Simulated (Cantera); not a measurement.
# Chemical vapour transport: Fe3O4 + HCl + Cl2

Input: 1 mol Fe3O4, 0.68 mol HCl, 0.09 mol Cl2, equilibrated at 750 °C and 0.0160 bar.

These are equilibrium values from Cantera (NASA tables, ideal gas, pure condensed phases), not measurements of a reactor. Candidate condensed phases: Fe, FeCl2, FeCl3, FeO, Fe(OH)2, Fe(OH)3, Fe2O3, Fe3O4, H2O; 22 gas species. Mutual solubility and eutectic melting of coexisting phases are not modelled. Rates play no part.

```json
{
 "x(HCl)": "0.861",
 "x(FeCl2)": "0.0923",
 "x(FeCl3)": "0.0278",
 "x(H2O)": "0.0177",
 "x(Fe2Cl4)": "0.00105",
 "x(Cl2)": "0.000132",
 "x(Cl)": "4.94e-5",
 "x(Fe2Cl6)": "1.68e-5",
 "n(Fe2O3(s))": "0.331 mol",
 "n(Fe3O4(s))": "0.749 mol",
 "gas_amount": "0.7586 mol",
 "log10 activity of FeCl2(l) (absent)": "-1.30",
 "log10 activity of Fe(α) (absent)": "-6.75",
 "log10 activity of Fe(OH)2(s) (absent)": "-9.66"
}
```
